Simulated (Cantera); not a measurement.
Mixture: 16.1 % CO, 0.936 % H2, 17.4 % O2, 65.5 % N2, equivalence ratio 0.49, at 8.68 atm, adiabatic and at constant volume. Ignition delay is the time to a rise of 400 K.

Model: GRI-Mech 3.0 (53 species, 325 reactions), integrated in Cantera. The hydrogen kinetics of GRI-Mech 3.0 are dated; newer H2 mechanisms differ, most at raised pressure. Where the delays flatten at high temperature, the 400 K rule measures the pace of heat release, not the induction time.

Task: Predict: delay at 1298 K; delay at 1398 K; delay at 1498 K; delay at 1598 K; delay at 1698 K.

Result: 
- delay at 1298 K = 28.6 µs
- delay at 1398 K = 15.8 µs
- delay at 1498 K = 11.2 µs
- delay at 1598 K = 8.96 µs
- delay at 1698 K = 7.73 µs
